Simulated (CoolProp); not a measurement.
Vapour-liquid equilibrium of R22 (1) + R123 (2) at 0.00639 MPa; x and y are mole fractions of (1).

Model: multi-fluid Helmholtz-energy mixture model, Kamei 1995 and Younglove 1994; pair parameters Bell 2016, in CoolProp.

**Question.** Give the bubble temperature and the first vapour's composition at x = 0.15, 0.65, 0.95. Is there an azeotrope?

**Answer.** x = 0.15: 212.9 K, y = 0.895; x = 0.65: 191.7 K, y = 0.994; x = 0.95: 187.3 K, y = 0.999. No azeotrope shows between x = 0.05 and 0.95.

Pair parameters are fitted to limited data, so mixtures are less certain than the pure fluids. The gap from Raoult's law changes sign with composition, which may be real or a fault of the pair parameters; it wasn't checked against measurements.
